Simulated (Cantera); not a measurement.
A freely propagating, adiabatic, planar premixed flame of H2 : O2 : N2 = 1 : 0.179 : 0.671 (molar parts), equivalence ratio 2.8, unburnt at 675 K and 0.188 atm; multicomponent+Soret transport, grid criteria slope 0.08 and curve 0.16, no radiation.

Computed with Cantera and the H2/O2 subset of GRI-Mech 3.0, which has no nitrogen chemistry. Burning velocities carry a grid error of a few per cent, more on coarse grids.

x: mole fraction of selected species; z is measured from the peak of heat release.

```
z (mm)  T (K)  u (m/s)   x H2      x O2      x OH       x O   x H2O2    x HO2
------  -----  -------  -----  --------  --------  --------  -------  -------
-13.1     675     8.06  0.541    0.0968     <1e-8     <1e-8    <1e-8    <1e-8
-8.71     675     8.06  0.541    0.0968     <1e-8     <1e-8    <1e-8    <1e-8
-6.53     675     8.06  0.541    0.0968     <1e-8     <1e-8    <1e-8  1.81e-8
-4.35     675     8.06  0.541    0.0968     <1e-8   2.08e-8    <1e-8  2.01e-6
-2.18     689     8.19  0.537    0.0967   2.06e-5   1.39e-5  2.65e-7  3.78e-5
-1.09     800     9.38  0.511    0.0928  0.000167  0.000267  1.70e-7  2.72e-5
0           …     12.8      …         …         …         …        …        …
1.09     1326     15.2  0.306   0.00403   0.00141   0.00104  5.67e-8  9.09e-7
2.18     1406     16.0  0.305  0.000362   0.00150  0.000527  4.64e-8  7.60e-8
4.35     1499     17.0  0.314  0.000148   0.00180  0.000493  4.73e-8  2.93e-8
8.71     1607     18.1  0.326  0.000125   0.00208  0.000441  4.08e-8  2.34e-8
17.4     1720     19.2  0.337         …   0.00220         …        …        …
34.8     1828     20.2  0.349   6.13e-5   0.00210  0.000234  1.63e-8  1.21e-8
```

Problem. Fill in the missing entries.

Solution. 
- 0, T (K): 1117
- 0, x H2: 0.388
- 0, x O2: 0.0488
- 0, x OH: 0.00127
- 0, x O: 0.00266
- 0, x H2O2: 1.54e-7
- 0, x HO2: 1.12e-5
- 17.4, x O2: 9.42e-5
- 17.4, x O: 0.000347
- 17.4, x H2O2: 2.82e-8
- 17.4, x HO2: 1.75e-8
